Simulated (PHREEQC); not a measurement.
Make-up at 20 °C: 0.64 mol NH4Cl and 0.0018 mol KOH per kg of water. Closed to the air; pH follows from the charge balance.

All values are PHREEQC results (ion-association model, phreeqc.dat), not measurements.

```json
{
 "pH": "7.16",
 "ionic_strength": "0.640 mol/kgw",
 "activity_of_water": "0.978",
 "specific_conductance": "58800 µS/cm",
 "density": "1.009 g/cm³",
 "total_alkalinity": "1.80 meq/kg"
}
```

| species | molality | activity | log γ |
|---|---|---|---|
| Cl- | 0.640 | 0.407 | -0.196 |
| NH4+ | 0.638 | 0.363 | -0.244 |
| K+ | 0.00180 | 0.00113 | -0.201 |
| NH3 | 0.00180 | 0.00209 | 0.064 |
| OH- | 1.57e-7 | 9.66e-8 | -0.211 |
| H+ | 9.15e-8 | 6.93e-8 | -0.120 |

This is a speciation only: nothing precipitates in the calculation. Complexes and solids missing from the database can't appear.
